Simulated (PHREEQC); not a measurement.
1 kg of water holding 0.048 mol NaCl meets 20 L of dry gas (N2 0.44, O2 0.56 by moles) at fixed total pressure, at 25 °C; fugacities by Peng-Robinson. The gases take part in no redox reaction, some water evaporates into the gas, and hydrates or a liquid gas phase aren't modelled. Precipitation was switched off in this run.

All values are PHREEQC results (ion-association model, phreeqc.dat), not measurements.

```json
[
 {"P (atm)": "2", "dissolved N2 (mol/kgw)": "0.000571", "φ of N2": "0.999", "p of N2 (atm)": "0.866", "dissolved O2 (mol/kgw)": "0.00139", "φ of O2": "0.998", "p of O2 (atm)": "1.10"},
 {"P (atm)": "10", "dissolved N2 (mol/kgw)": "0.00285", "φ of N2": "0.996", "p of N2 (atm)": "4.39", "dissolved O2 (mol/kgw)": "0.00693", "φ of O2": "0.991", "p of O2 (atm)": "5.58"},
 {"P (atm)": "20", "dissolved N2 (mol/kgw)": "0.00562", "φ of N2": "0.992", "p of N2 (atm)": "8.79", "dissolved O2 (mol/kgw)": "0.0136", "φ of O2": "0.982", "p of O2 (atm)": "11.2"},
 {"P (atm)": "30", "dissolved N2 (mol/kgw)": "0.00831", "φ of N2": "0.988", "p of N2 (atm)": "13.2", "dissolved O2 (mol/kgw)": "0.0200", "φ of O2": "0.973", "p of O2 (atm)": "16.8"},
 {"P (atm)": "50", "dissolved N2 (mol/kgw)": "0.0134", "φ of N2": "0.982", "p of N2 (atm)": "22.0", "dissolved O2 (mol/kgw)": "0.0319", "φ of O2": "0.957", "p of O2 (atm)": "28.0"},
 {"P (atm)": "100", "dissolved N2 (mol/kgw)": "0.0251", "φ of N2": "0.973", "p of N2 (atm)": "44.0", "dissolved O2 (mol/kgw)": "0.0579", "φ of O2": "0.923", "p of O2 (atm)": "56.0"},
 {"P (atm)": "150", "dissolved N2 (mol/kgw)": "0.0354", "φ of N2": "0.972", "p of N2 (atm)": "66.0", "dissolved O2 (mol/kgw)": "0.0794", "φ of O2": "0.897", "p of O2 (atm)": "83.9"},
 {"P (atm)": "200", "dissolved N2 (mol/kgw)": "0.0447", "φ of N2": "0.977", "p of N2 (atm)": "88.0", "dissolved O2 (mol/kgw)": "0.0975", "φ of O2": "0.878", "p of O2 (atm)": "112"},
 {"P (atm)": "400", "dissolved N2 (mol/kgw)": "0.0753", "φ of N2": "1.046", "p of N2 (atm)": "176", "dissolved O2 (mol/kgw)": "0.149", "φ of O2": "0.856", "p of O2 (atm)": "224"}
]
```

Complexes and solids missing from the database can't appear.
